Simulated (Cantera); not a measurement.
Input: 1 mol HMDSO, 0.29 mol O2, 2.8 mol N2, at 10.0 Torr.

These are equilibrium values from Cantera (NASA tables, ideal gas, pure condensed phases), not measurements of a reactor. Candidate condensed phases: C, C6H6, C7H8, C8H18, H2O, Si, SiC, SiO2, Si2N2O, Si3N4; 151 gas species. The feed counts by its element totals alone. N2 is the only nitrogen source here; it is nearly inert below about 1500 K, so the nitride shown seldom forms there in practice. Equilibrium is a limit: real reactors are often held back by kinetics, nucleation or transport. All values below are at 825 K.

Base state: H2 0.809, N2 0.183, CH4 0.00790, CO 4.02e-5 (mole fractions); condensed: C(graphite) + SiO2(α-quartz) + Si2N2O(s).

Question: What changes in the equilibrium state with this change: pressure from 10.0 Torr to 285 Torr?

Answer: 
| species | before | after |
|---|---|---|
| H2 | 0.809 | 0.648 |
| N2 | 0.183 | 0.207 |
| CH4 | 0.00790 | 0.144 |
| NH3 | 9.71e-6 | 0.000211 |
| CO | 4.02e-5 | 4.50e-6 |
| C(graphite), mol | 5.91 | 4.61 |
| SiO2(α-quartz), mol | 0.386 | 0.387 |
| Si2N2O(s), mol | 0.807 | 0.807 |
